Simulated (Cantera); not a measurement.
Cantera run:

```python
import numpy as np
import cantera as ct

gas_names = """
    Br Br2 Mg MgBr MgBr2 MgO Mg2 O O2 O3
""".split()
cond_names = """
    Br2(cr) Br2(L) Mg(cr) Mg(L) MgBr2(s) MgBr2(L) MgO(s) MgO(L)
""".split()


# ... load() reads the species with a 1 bar reference pressure and builds the phases ...
atoms = {
    'MgO': {'Mg': 1, 'O': 1},
    'Br2': {'Br': 2},
}
top_T = {}  # K; cautious upper limits of use, not melting points


# ... equilibrate(T, P, feed) seeds the gas with the atoms and calls Mixture.equilibrate('TP', solver="vcs", rtol=1e-11, max_steps=5000) ...
results = []
feed = {'MgO': 1, 'Br2': 0.37}  # mol
P = 1000  # Pa
for T in [1148, 1198, 1248, 1298, 1348, 1398, 1448, 1498, 1548, 1598, 1648, 1698, 1748]:
    mix = equilibrate(T, P, feed)
    results.append((T, P, feed, dict(zip(mix.species_names, mix.species_moles))))

top = {s: max(r[3][s] / sum(r[3][g] for g in gas_names) for r in results) for s in gas_names}
cols = sorted((s for s in top if top[s] > 1e-05), key=lambda s: -top[s])[:8]
seen = [c for c in cond_names if any(r[3].get(c, 0) > 1e-12 for r in results)]
print("log10 of partial pressures in bar; condensed amounts in mol")
print(f"{'T/K':>10s}" + "".join(f"{s[:9]:>10s}" for s in cols + seen))
for T, P, feed, n in results:
    ng = sum(n[g] for g in gas_names)
    print(f"{T:10.4g}" + "".join(f"{np.log10(max(n[s] / ng * P / 1e5, 1e-99)):10.3f}" for s in cols)
          + "".join(f"{n.get(c, 0):10.4g}" for c in seen))
```

Result:

```
log10 of partial pressures in bar; condensed amounts in mol
       T/K        Br       Br2     MgBr2        O2         O      MgBr    MgO(s)
      1148    -2.638    -2.115    -4.964    -5.265   -10.733   -13.473    0.9995
      1198    -2.481    -2.176    -4.675    -4.976   -10.107   -12.625    0.9991
      1248    -2.351    -2.260    -4.428    -4.729    -9.541   -11.850    0.9982
      1298    -2.247    -2.371    -4.223    -4.524    -9.030   -11.141    0.9969
      1348    -2.169    -2.510    -4.057    -4.358    -8.568   -10.492    0.9951
      1398    -2.113    -2.673    -3.927    -4.228    -8.151    -9.896    0.9928
      1448    -2.077    -2.856    -3.826    -4.128    -7.774    -9.347    0.9904
      1498    -2.054    -3.049    -3.749    -4.050    -7.429    -8.839     0.988
      1548    -2.040    -3.246    -3.687    -3.988    -7.111    -8.368    0.9857
      1598    -2.032    -3.441    -3.636    -3.937    -6.818    -7.928    0.9837
      1648    -2.028    -3.630    -3.593    -3.895    -6.544    -7.517    0.9818
      1698    -2.026    -3.813    -3.556    -3.858    -6.288    -7.131      0.98
      1748    -2.025    -3.988    -3.523    -3.825    -6.047    -6.768    0.9783
```

These are equilibrium values from Cantera (NASA tables, ideal gas, pure condensed phases), not measurements of a reactor.
